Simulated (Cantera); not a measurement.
# Thermodynamics of thermal oxidation and active oxidation of silicon, feed Si + H2O + N2

A closed system holds: 1 mol Si, 4.9 mol H2O, a varied amount of N2, at 1623.15 K and 188 Torr.

These are equilibrium values from Cantera (NASA tables, ideal gas, pure condensed phases), not measurements of a reactor. Candidate condensed phases: H2O, Si, SiO2, Si2N2O, Si3N4; 35 gas species. The tables hold silica as quartz up to 1696 K and as liquid above; real silica turns to tridymite and cristobalite and melts near 1996 K. Gases not in the tables: Si(OH)4. Kinetics and transport are ignored.

From 1.5 mol N2 to 210 mol N2 the condensed part is SiO2(β-quartz).

```csv
n(N2) (mol),x N2,x H2O,x H2,x H,n SiO2(β-quartz)
1.5,0.234,0.453,0.312,7.74e-5,1.000
3.4,0.410,0.349,0.241,6.80e-5,1.000
7.8,0.614,0.228,0.157,5.49e-5,1.000
18,0.786,0.127,0.0873,4.09e-5,1.000
41,0.893,0.0632,0.0436,2.89e-5,1.000
93,0.950,0.0296,0.0204,1.98e-5,1.000
210,0.977,0.0135,0.00930,1.34e-5,1.000
```
x: gas mole fraction; n: condensed amount in mol.
